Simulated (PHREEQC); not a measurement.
Alkaline etch or developer

Consider water at 25 °C with 0.0056 mol NaOH and 5.4e-05 mol K3PO4 per kg of water. Closed to the air; pH follows from the charge balance.

Computed with PHREEQC (ion-association model, phreeqc.dat).

Each row changes one thing in this solution. Precipitation was switched off in this run.

```tsv
case	pH	ionic strength (mol/kgw)	HPO4-2 (mol/kgw)	PO4-3 (mol/kgw)	NaHPO4- (mol/kgw)	H2PO4- (mol/kgw)
as made	11.71	0.00584	3.97e-5	1.39e-5	3.15e-7	9.81e-10
temperature from 25 to 90 °C	10.12	0.00582	5.21e-5	1.43e-6	3.95e-7	3.62e-8
diluted 5-fold with water	11.03	0.00116	1.02e-5	5.98e-7	1.91e-8	1.36e-9
temperature from 25 to 70 °C	10.51	0.00582	5.11e-5	2.53e-6	3.93e-7	1.59e-8
temperature from 25 to 65 °C	10.61	0.00582	5.06e-5	2.97e-6	3.91e-7	1.25e-8
diluted 100-fold with water	9.74	5.82e-5	5.37e-7	1.40e-9	5.66e-11	1.52e-9
NaOH replaced by Na2SiO3 at the same molality	[?]	0.0117	3.86e-5	1.48e-5	5.46e-7	9.31e-10
0.0047 mol/kgw HF added	10.94	0.00581	5.06e-5	[?]	4.00e-7	7.41e-9
```

### Question
What belongs in the gaps?

### Answer

- NaOH replaced by Na2SiO3 at the same molality, pH: 11.68
- 0.0047 mol/kgw HF added, PO4-3 (mol/kgw): 2.99e-6

Complexes and solids missing from the database can't appear. Constants without temperature data keep their 25 °C values here.
